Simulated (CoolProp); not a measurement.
Properties of oxygen along the isotherm -97.35 °C (Tc = -118.6 °C, pc = 5046 kPa, ω = 0.022).

Computed with CoolProp (reference Helmholtz-energy equation of state, Schmidt 1985).

```json
[
 {"p (kPa)": "39.9", "phase": "gas", "density (kg/m³)": "0.8751", "cv (kJ/(kg K))": "0.6506", "speed of sound (m/s)": "252.6", "fugacity coefficient": "0.9982"},
 {"p (kPa)": "60.2", "phase": "gas", "density (kg/m³)": "1.321", "cv (kJ/(kg K))": "0.6509", "speed of sound (m/s)": "252.5", "fugacity coefficient": "0.9973"},
 {"p (kPa)": "90.8", "phase": "gas", "density (kg/m³)": "1.996", "cv (kJ/(kg K))": "0.6513", "speed of sound (m/s)": "252.4", "fugacity coefficient": "0.9959"},
 {"p (kPa)": "137", "phase": "gas", "density (kg/m³)": "3.018", "cv (kJ/(kg K))": "0.6519", "speed of sound (m/s)": "252.1", "fugacity coefficient": "0.9939"},
 {"p (kPa)": "207", "phase": "gas", "density (kg/m³)": "4.574", "cv (kJ/(kg K))": "0.6529", "speed of sound (m/s)": "251.7", "fugacity coefficient": "0.9908"},
 {"p (kPa)": "312", "phase": "gas", "density (kg/m³)": "6.928", "cv (kJ/(kg K))": "0.6543", "speed of sound (m/s)": "251.2", "fugacity coefficient": "0.9861"},
 {"p (kPa)": "470", "phase": "gas", "density (kg/m³)": "10.51", "cv (kJ/(kg K))": "0.6565", "speed of sound (m/s)": "250.3", "fugacity coefficient": "0.9790"},
 {"p (kPa)": "709", "phase": "gas", "density (kg/m³)": "16.04", "cv (kJ/(kg K))": "0.6600", "speed of sound (m/s)": "249.0", "fugacity coefficient": "0.9685"},
 {"p (kPa)": "1070", "phase": "gas", "density (kg/m³)": "24.64", "cv (kJ/(kg K))": "0.6654", "speed of sound (m/s)": "247.0", "fugacity coefficient": "0.9526"},
 {"p (kPa)": "1610", "phase": "gas", "density (kg/m³)": "38.12", "cv (kJ/(kg K))": "0.6739", "speed of sound (m/s)": "244.0", "fugacity coefficient": "0.9290"},
 {"p (kPa)": "2440", "phase": "gas", "density (kg/m³)": "60.50", "cv (kJ/(kg K))": "0.6882", "speed of sound (m/s)": "239.4", "fugacity coefficient": "0.8931"},
 {"p (kPa)": "3670", "phase": "gas", "density (kg/m³)": "98.38", "cv (kJ/(kg K))": "0.7124", "speed of sound (m/s)": "232.7", "fugacity coefficient": "0.8410"},
 {"p (kPa)": "5540", "phase": "supercritical", "density (kg/m³)": "172.4", "cv (kJ/(kg K))": "0.7582", "speed of sound (m/s)": "223.6", "fugacity coefficient": "0.7635"},
 {"p (kPa)": "8360", "phase": "supercritical", "density (kg/m³)": "356.2", "cv (kJ/(kg K))": "0.8305", "speed of sound (m/s)": "227.4", "fugacity coefficient": "0.6515"},
 {"p (kPa)": "12600", "phase": "supercritical", "density (kg/m³)": "601.8", "cv (kJ/(kg K))": "0.8023", "speed of sound (m/s)": "327.9", "fugacity coefficient": "0.5226"}
]
```
